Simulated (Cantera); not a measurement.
Input: 1 mol C₂F₆, 0.063 mol F₂, 0.093 mol CH₄, at 97000 Pa.

Method: chemical equilibrium by Gibbs-energy minimisation in Cantera with the NASA 1993 tables (ideal gas, pure condensed phases). Candidate condensed phases: C, C₆H₆, C₇H₈, C₈H₁₈; 110 gas species. Ions and electrons are included (thermal ionisation). The feed counts by its element totals alone. The numbers say what is thermodynamically allowed, not how fast it happens. All values below are at 4250 K.

Base state: F 0.730, CF 0.106, C 0.0478, HF 0.0432, C₃ 0.0334, C₂ 0.0200, H 0.0109, CF₂ 0.00813 (mole fractions); condensed: gas only.

What changes in the equilibrium state with this change: CH₄ from 0.093 to 0.15 mol?


```
species    before     after
-------  --------  --------
F           0.730     0.698
CF          0.106     0.103
HF         0.0432    0.0681
H          0.0109    0.0179
C₃         0.0334    0.0351
C₂         0.0200    0.0207
C          0.0478    0.0486
H₂        1.99e-5   5.40e-5
C₂H      0.000226  0.000386
CH        2.22e-5   3.72e-5
```
